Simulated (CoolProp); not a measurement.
R404A at 254.87 K and 0.233 MPa is compressed adiabatically to 1.47 MPa with isentropic efficiency 0.9. Each further row changes one setting.

Computed with CoolProp (reference Helmholtz-energy equation of state, Lemmon 2003). It is a pseudo-pure fit of the blend.

```json
[
 {"case": "as stated", "work (kJ/kg)": "43.1", "final temperature (K)": "…", "final density (kg/m³)": "…"},
 {"case": "efficiency 1", "work (kJ/kg)": "38.8", "final temperature (K)": "…", "final density (kg/m³)": "69.3"},
 {"case": "efficiency 0.65", "work (kJ/kg)": "59.7", "final temperature (K)": "338.4", "final density (kg/m³)": "61.6"}
]
```

Question: Some entries are withheld; supply them.

Answer: 
- as stated, final temperature (K): 323.6
- as stated, final density (kg/m³): 67.5
- efficiency 1, final temperature (K): 319.9
